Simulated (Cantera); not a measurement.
Standard-state values (1 bar) from the NASA 1993 polynomials, evaluated with Cantera. Values are per mole of reaction as written; species without (g) are pure solids or liquids, kept so even where they would boil at 1 bar. ZrN: taken at fixed stoichiometry.

2 N₂O(g) + ZrN ⇌ ZrO₂(g) + 5 N(g)

```json
[
 {"T (K)": "2675", "ΔH° (kJ)": "?", "ΔS° (J/K)": "?", "ΔG° (kJ)": "?", "log10 K": "?"},
 {"T (K)": "2750", "ΔH° (kJ)": "?", "ΔS° (J/K)": "?", "ΔG° (kJ)": "?", "log10 K": "?"},
 {"T (K)": "2825", "ΔH° (kJ)": "?", "ΔS° (J/K)": "?", "ΔG° (kJ)": "?", "log10 K": "?"},
 {"T (K)": "2900", "ΔH° (kJ)": "?", "ΔS° (J/K)": "?", "ΔG° (kJ)": "?", "log10 K": "?"},
 {"T (K)": "2975", "ΔH° (kJ)": "2248.0", "ΔS° (J/K)": "560.0", "ΔG° (kJ)": "581.9", "log10 K": "-10.22"}
]
```

Complete the blanks.


- 2675, ΔH° (kJ): 2256.9
- 2675, ΔS° (J/K): 563.2
- 2675, ΔG° (kJ): 750.3
- 2675, log10 K: -14.65
- 2750, ΔH° (kJ): 2254.8
- 2750, ΔS° (J/K): 562.4
- 2750, ΔG° (kJ): 708.1
- 2750, log10 K: -13.45
- 2825, ΔH° (kJ): 2252.6
- 2825, ΔS° (J/K): 561.6
- 2825, ΔG° (kJ): 666.0
- 2825, log10 K: -12.31
- 2900, ΔH° (kJ): 2250.3
- 2900, ΔS° (J/K): 560.8
- 2900, ΔG° (kJ): 623.9
- 2900, log10 K: -11.24
